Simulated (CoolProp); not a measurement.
Values from CoolProp's reference Helmholtz-energy equation of state, Span 2003. It is a short technical equation, of lower accuracy than the large ones.

### Question
For n-heptane, give the phase and the cp (kJ/(kg K)), viscosity (µPa s), Prandtl number at 408.9 K and 0.0144 MPa.

### Answer
- 408.9 K and 0.0144 MPa: gas; cp 2.15, viscosity 8.00, Prandtl number 0.766

Viscosity comes from a separate model (Michailidou 2014). Thermal conductivity comes from a separate model (Assael 2013).
